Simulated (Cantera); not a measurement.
Carbothermic reduction: PbO + CO + CH₄

A closed system holds: 1 mol PbO, 0.84 mol CO, a varied amount of CH₄, at 2125 K and 0.0120 bar.

Equilibrium computed with Cantera from the NASA thermochemical tables; the gas is ideal and each condensed phase is pure. Candidate condensed phases: C, C₆H₆, C₇H₈, C₈H₁₈, H₂O, Pb, PbO, PbO₂, Pb₃O₄; 113 gas species. Kinetics and transport are ignored.

From 0.57 mol CH₄ to 1 mol CH₄ nothing is condensed. From 1.5 mol CH₄ to 3.3 mol CH₄ the condensed part is C(graphite). The main Pb-bearing gas is Pb throughout.

```json
[
 {"n(CH₄) (mol)": "0.57", "x H₂": "0.221", "x CO": "0.365", "x Pb": "0.279", "x H₂O": "0.0892", "x CO₂": "0.0293", "x H": "0.0156", "n C(graphite)": "0"},
 {"n(CH₄) (mol)": "1", "x H₂": "0.398", "x CO": "0.376", "x Pb": "0.204", "x H₂O": "2.71e-6", "x CO₂": "5.09e-7", "x H": "0.0209", "n C(graphite)": "0"},
 {"n(CH₄) (mol)": "1.5", "x H₂": "0.495", "x CO": "0.311", "x Pb": "0.169", "x H₂O": "1.36e-7", "x CO₂": "1.70e-8", "x H": "0.0233", "n C(graphite)": "0.490"},
 {"n(CH₄) (mol)": "1.9", "x H₂": "0.552", "x CO": "0.274", "x Pb": "0.149", "x H₂O": "1.33e-7", "x CO₂": "1.31e-8", "x H": "0.0246", "n C(graphite)": "0.888"},
 {"n(CH₄) (mol)": "2.4", "x H₂": "0.606", "x CO": "0.238", "x Pb": "0.129", "x H₂O": "1.27e-7", "x CO₂": "9.91e-9", "x H": "0.0258", "n C(graphite)": "1.38"},
 {"n(CH₄) (mol)": "2.8", "x H₂": "0.640", "x CO": "0.215", "x Pb": "0.117", "x H₂O": "1.21e-7", "x CO₂": "8.11e-9", "x H": "0.0265", "n C(graphite)": "1.78"},
 {"n(CH₄) (mol)": "3.3", "x H₂": "0.675", "x CO": "0.192", "x Pb": "0.104", "x H₂O": "1.14e-7", "x CO₂": "6.48e-9", "x H": "0.0272", "n C(graphite)": "2.28"}
]
```
x: gas mole fraction; n: condensed amount in mol.
